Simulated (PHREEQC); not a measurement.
A made-up water analysis in mg/L, 25 °C, pH 7.65, pe -1.4: Na 69; K 0.766; Ca 18.6; Mg 5.14; Cl 27.6; S(6) as SO4 14.8; Alkalinity as HCO3 117; Mn(2) 0.593; Si as SiO2 0.0595.

Valence states are taken as typed.

All values are PHREEQC results (ion-association model, phreeqc.dat), not measurements.

| Item | Result |
|---|---|
| ionic strength | 0.00446 mol/kgw |
| specific conductance | 370 µS/cm |
| charge-balance error | 19.0 % |

```
species  molality  activity   log γ
-------  --------  --------  ------
Na+       0.00300   0.00279  -0.031
HCO3-     0.00188   0.00176  -0.030
Cl-      0.000779  0.000724  -0.031
Ca+2     0.000448  0.000338  -0.122
Mg+2     0.000204  0.000154  -0.121
SO4-2    0.000142  0.000107  -0.123
CO2       8.83e-5   8.84e-5   0.000
K+        1.96e-5   1.82e-5  -0.032
CaHCO3+   8.11e-6   7.57e-6  -0.030
Mn+2      7.90e-6   5.99e-6  -0.120
```

This is a speciation only: nothing precipitates in the calculation. Examples of supersaturated solids here: Rhodochrosite. Others may be too. Complexes and solids missing from the database can't appear.
